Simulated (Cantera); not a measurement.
An adiabatic, constant-pressure homogeneous reactor starts with 5.14 % CH₄, 7.92 % O₂, 86.9 % N₂, equivalence ratio 1.3, at 1525 K and 1.20 bar.

Model: GRI-Mech 3.0 (53 species, 325 reactions), integrated in Cantera.

x: mole fraction; the columns are a selection and need not sum to one.

| t (s) | T (K) | x CH₄ | x O₂ | x H₂O₂ | x CH₂ | x C₂H₂ | x NO | x O |
|---|---|---|---|---|---|---|---|---|
| 6.00e-6 | 1525 | 0.0514 | 0.0792 | 1.49e-9 | <1e-12 | <1e-12 | <1e-12 | 5.16e-9 |
| 2.66e-5 | 1525 | 0.0514 | 0.0792 | 1.11e-8 | 1.45e-12 | <1e-12 | <1e-12 | 7.39e-9 |
| 0.000118 | 1525 | 0.0514 | 0.0792 | 3.74e-8 | 3.40e-11 | 1.81e-11 | <1e-12 | 2.12e-8 |
| 0.000524 | 1525 | 0.0512 | 0.0791 | ___ | ___ | ___ | <1e-12 | ___ |
| 0.00233 | 2040 | <1e-12 | 0.00451 | 9.25e-8 | <1e-12 | <1e-12 | 2.76e-5 | 0.00290 |
| 0.0103 | 2261 | <1e-12 | ___ | ___ | <1e-12 | <1e-12 | ___ | ___ |
| 0.0458 | 2261 | <1e-12 | 4.46e-5 | 2.37e-9 | <1e-12 | <1e-12 | 0.000148 | 2.41e-5 |
| 0.203 | 2260 | <1e-12 | 4.41e-5 | 2.36e-9 | <1e-12 | <1e-12 | 0.000210 | 2.40e-5 |
| 0.901 | 2260 | <1e-12 | 4.41e-5 | 2.36e-9 | <1e-12 | <1e-12 | 0.000218 | 2.40e-5 |
| 4.00 | 2260 | <1e-12 | 4.41e-5 | 2.36e-9 | <1e-12 | <1e-12 | 0.000218 | 2.40e-5 |

Some entries are withheld; supply them.


- 0.000524, x H₂O₂: 5.85e-8
- 0.000524, x CH₂: 1.20e-9
- 0.000524, x C₂H₂: 2.17e-8
- 0.000524, x O: 1.20e-7
- 0.0103, x O₂: 5.05e-5
- 0.0103, x H₂O₂: 2.64e-9
- 0.0103, x NO: 0.000108
- 0.0103, x O: 2.73e-5
